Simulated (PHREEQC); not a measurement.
A solution holds 0.079 mol/kgw CuCl2, 0.26 mol/kgw H2SO4 and 0.00087 mol/kgw FeCl3, at 25 °C. Closed to the air; pH follows from the charge balance.

Model: ion-association model, phreeqc.dat, run in PHREEQC.

```csv
quantity,before,after
pH,0.63,0.61
ionic strength (mol/kgw),0.520,0.531
Cl- (mol/kgw),0.154,0.157
FeCl+2 (mol/kgw),4.00e-5,3.09e-5
Fe+3 (mol/kgw),3.20e-5,3.33e-5
FeCl2+ (mol/kgw),5.58e-6,6.16e-6
SI of Goethite (FeOOH),-2.69,-3.06
SI of Hematite (Fe2O3),-3.36,-4.15
```

Task: What was changed between the two runs?
A) CuCl2 from 0.079 to 0.118 mol/kgw
B) diluted 10-fold with water
C) temperature from 25 to 40 °C
D) CuCl2 left out
E) temperature from 25 to 15 °C

Result: E, temperature from 25 to 15 °C

This is a speciation only: nothing precipitates in the calculation.
